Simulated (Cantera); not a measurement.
A closed system holds: 1 mol HF, 0.56 mol O2, 0.11 mol H2, at 1950 K and 165 Torr.

These are equilibrium values from Cantera (NASA tables, ideal gas, pure condensed phases), not measurements of a reactor. Candidate condensed phases: H2O; 22 gas species. Rates play no part.

Base state: HF 0.619, O2 0.312, H2O 0.0670, OH 0.00210, O 0.000537, F 7.13e-5, H2 5.01e-5, H 1.73e-5 (mole fractions); condensed: gas only.

Task: What changes in the equilibrium state with this change: temperature from 1950 K to 1450 K?

Result: 
| species | before | after |
|---|---|---|
| HF | 0.619 | 0.619 |
| O2 | 0.312 | 0.313 |
| H2O | 0.0670 | 0.0681 |
| OH | 0.00210 | 6.64e-5 |
| H | 1.73e-5 | 1.00e-8 |
| O | 0.000537 | 2.39e-6 |

Task: What changes in the equilibrium state with this change: temperature from 1950 K to 2275 K?

Result: 
```
species    before     after
-------  --------  --------
HF          0.619     0.615
O2          0.312     0.307
H2O        0.0670    0.0632
OH        0.00210   0.00852
O        0.000537   0.00506
H         1.73e-5  0.000378
H2        5.01e-5  0.000437
F         7.13e-5  0.000585
```

Task: What changes in the equilibrium state with this change: temperature from 1950 K to 1375 K?

Result: 
```
species    before    after
-------  --------  -------
HF          0.619    0.619
O2          0.312    0.313
H2O        0.0670   0.0681
OH        0.00210  3.18e-5
H         1.73e-5  2.06e-9
O        0.000537  7.59e-7
H2        5.01e-5  7.94e-8
```
